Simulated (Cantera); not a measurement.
Feed: 1 mol SiH₄, 0.5 mol H₂O, at 0.0133 bar.

Equilibrium computed with Cantera from the NASA thermochemical tables; the gas is ideal and each condensed phase is pure. Candidate condensed phases: H₂O, Si, SiO₂; 18 gas species. Mutual solubility and eutectic melting of coexisting phases are not modelled. The tables hold silica as quartz up to 1696 K and as liquid above; real silica turns to tridymite and cristobalite and melts near 1996 K. Kinetics and transport are ignored.

x: gas mole fraction; n: condensed amount in mol.

```
T (K)   x H₂       x SiO         x H       x H₂O      x SiH₂      x SiH₄  n Si(s)  n SiO₂(α-quartz)  n SiO₂(β-quartz)
-----  -----  ----------  ----------  ----------  ----------  ----------  -------  ----------------  ----------------
775     1.00      <1e-12    8.59e-12      <1e-12      <1e-12     2.42e-9    0.750             0.250                 0
825     1.00    5.39e-12    6.87e-11    5.10e-12      <1e-12     3.03e-9    0.750             0.250                 0
875     1.00    9.88e-11    4.34e-10    2.85e-11    1.48e-12     3.69e-9    0.750                 0             0.250
925     1.00     1.32e-9     2.26e-9    1.32e-10    8.89e-12     4.38e-9    0.750                 0             0.250
975     1.00     1.34e-8     9.91e-9    5.18e-10    4.45e-11     5.11e-9    0.750                 0             0.250
1025    1.00  (withheld)  (withheld)  (withheld)  (withheld)  (withheld)    0.750                 0             0.250
1075   1.000     7.17e-7     1.27e-7     5.42e-9    7.12e-10     6.65e-9    0.750                 0             0.250
1125   1.000  (withheld)  (withheld)  (withheld)  (withheld)  (withheld)    0.750                 0             0.250
1175   1.000     1.93e-5     1.06e-6     3.76e-8     7.10e-9     8.25e-9    0.750                 0             0.250
1225   1.000     8.14e-5     2.70e-6     8.78e-8     1.95e-8     9.07e-9    0.750                 0             0.250
1275   1.000    0.000306     6.38e-6     1.91e-7     4.93e-8     9.89e-9    0.750                 0             0.250
1325   0.999     0.00104     1.42e-5     3.93e-7     1.16e-7     1.07e-8    0.749                 0             0.249
```

**Question.** Fill in the missing entries.

**Answer.** 
- 1025, x SiO: 1.08e-7
- 1025, x H: 3.77e-8
- 1025, x H₂O: 1.78e-9
- 1025, x SiH₂: 1.90e-10
- 1025, x SiH₄: 5.87e-9
- 1125, x SiO: 4.01e-6
- 1125, x H: 3.85e-7
- 1125, x H₂O: 1.49e-8
- 1125, x SiH₂: 2.37e-9
- 1125, x SiH₄: 7.44e-9
